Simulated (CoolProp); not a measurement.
Vapour-liquid equilibrium of n-hexane (1) + n-decane (2) at 441 K; x and y are mole fractions of (1).

Model: multi-fluid Helmholtz-energy mixture model, Thol 2019 and Lemmon 2006; pair parameters Kunz 2012, in CoolProp.

```json
[
 {"x": "0.05", "bubble pressure (bar)": "1.233", "y at the bubble point": "0.320", "dew pressure at overall composition x (bar)": "0.9044", "liquid density (mol/L)": "4.347"},
 {"x": "0.2", "bubble pressure (bar)": "2.410", "y at the bubble point": "0.687", "dew pressure at overall composition x (bar)": "1.062", "liquid density (mol/L)": "4.544"},
 {"x": "0.35", "bubble pressure (bar)": "3.686", "y at the bubble point": "0.822", "dew pressure at overall composition x (bar)": "1.285", "liquid density (mol/L)": "4.756"},
 {"x": "0.5", "bubble pressure (bar)": "5.066", "y at the bubble point": "0.893", "dew pressure at overall composition x (bar)": "1.623", "liquid density (mol/L)": "4.982"},
 {"x": "0.65", "bubble pressure (bar)": "6.553", "y at the bubble point": "0.937", "dew pressure at overall composition x (bar)": "2.199", "liquid density (mol/L)": "5.218"},
 {"x": "0.8", "bubble pressure (bar)": "8.155", "y at the bubble point": "0.968", "dew pressure at overall composition x (bar)": "3.391", "liquid density (mol/L)": "5.457"},
 {"x": "0.95", "bubble pressure (bar)": "9.898", "y at the bubble point": "0.993", "dew pressure at overall composition x (bar)": "7.147", "liquid density (mol/L)": "5.677"}
]
```

No azeotrope shows between x = 0.05 and 0.95.

The pair parameters rest on a limited set of measurements; away from them the model extrapolates.
